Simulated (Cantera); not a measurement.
A closed system holds: 1 mol Al, 2.3 mol Cl₂, 0.29 mol N₂, equilibrated at 0.133 bar.

These are equilibrium values from Cantera (NASA tables, ideal gas, pure condensed phases), not measurements of a reactor. Candidate condensed phases: Al, AlCl₃, AlN; 11 gas species. Kinetics and transport are ignored. All values below are at 352 °C.

Base state: Cl₂ 0.487, Al₂Cl₆ 0.273, N₂ 0.177, AlCl₃ 0.0627 (mole fractions); condensed: gas only.

What changes in the equilibrium state with this change: pressure from 0.133 bar to 1.10 Pa?


```
species  before    after
-------  ------  -------
AlCl₃    0.0627    0.476
Cl₂       0.487    0.383
N₂        0.177    0.139
Al₂Cl₆    0.273  0.00130
```
